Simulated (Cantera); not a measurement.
A Cantera script and what it prints.

```python
import numpy as np
import cantera as ct

gas_names = """
    C CO COS CO2 CS CS2 C2 C2O C3 C3O2 C4 C5 Fe FeC5O5 FeO O O2 O3 S SO SO2 SO3 S2 S2O S8
""".split()
cond_names = """
    C(gr) Fe(a) Fe(c) Fe(d) Fe(L) FeC5O5(L) FeO(s) FeO(L) FeS(a) FeS(b) FeS(c) FeS(L) FeSO4(s) FeS2(s)
    Fe2O3(s) Fe2S3O12(s) Fe3O4(s) S(cr1) S(cr2) S(L)
""".split()


# ... load() reads the species with a 1 bar reference pressure and builds the phases ...
atoms = {
    'Fe2O3': {'Fe': 2, 'O': 3},
    'SO2': {'S': 1, 'O': 2},
    'CO2': {'C': 1, 'O': 2},
}
top_T = {'C(gr)': 4500, 'FeSO4(s)': 950, 'FeS2(s)': 1010, 'Fe2O3(s)': 1830, 'Fe2S3O12(s)': 1100, 'Fe3O4(s)': 1870}  # K; cautious upper limits of use, not melting points


# ... equilibrate(T, P, feed) seeds the gas with the atoms and calls Mixture.equilibrate('TP', solver="vcs", rtol=1e-11, max_steps=5000) ...
results = []
feed = {'Fe2O3': 1, 'SO2': 1.4, 'CO2': 3.8}  # mol
P = 5100  # Pa
for T in [873, 923, 973, 1023, 1073, 1123, 1173, 1223, 1273, 1323, 1373]:
    mix = equilibrate(T, P, feed)
    results.append((T, P, feed, dict(zip(mix.species_names, mix.species_moles))))

top = {s: max(r[3][s] / sum(r[3][g] for g in gas_names) for r in results) for s in gas_names}
cols = sorted((s for s in top if top[s] > 1e-05), key=lambda s: -top[s])[:7]
seen = [c for c in cond_names if any(r[3].get(c, 0) > 1e-12 for r in results)]
print("log10 of partial pressures in bar; condensed amounts in mol")
print(f"{'T/K':>10s}" + "".join(f"{s[:9]:>10s}" for s in cols + seen))
for T, P, feed, n in results:
    ng = sum(n[g] for g in gas_names)
    print(f"{T:10.4g}" + "".join(f"{np.log10(max(n[s] / ng * P / 1e5, 1e-99)):10.3f}" for s in cols)
          + "".join(f"{n.get(c, 0):10.4g}" for c in seen))
```

It prints:

```
log10 of partial pressures in bar; condensed amounts in mol
       T/K       CO2       SO2        O2       SO3        CO  Fe2O3(s)  Fe3O4(s)
       873    -1.429    -1.862   -12.928    -7.326    -7.329         1         0
       923    -1.429    -1.862   -11.693    -7.026    -7.030         1         0
       973    -1.429    -1.862   -10.585    -6.757    -6.761         1         0
      1023    -1.429    -1.862    -9.588    -6.514    -6.518         1         0
      1073    -1.429    -1.862    -8.686    -6.295    -6.297         1         0
      1123    -1.429    -1.862    -7.764    -6.045    -6.147    0.9999 4.323e-05
      1173    -1.429    -1.862    -6.827    -5.769    -6.056    0.9997 0.0002256
      1223    -1.429    -1.862    -5.970    -5.516    -5.971    0.9987 0.0008366
      1273    -1.429    -1.863    -5.181    -5.284    -5.893    0.9948   0.00348
      1323    -1.429    -1.863    -4.454    -5.070    -5.821    0.9763   0.01577
      1373    -1.430    -1.864    -3.780    -4.873    -5.754    0.8947   0.07021
```

Method: chemical equilibrium by Gibbs-energy minimisation in Cantera with the NASA 1993 tables (ideal gas, pure condensed phases). Mutual solubility and eutectic melting of coexisting phases are not modelled.
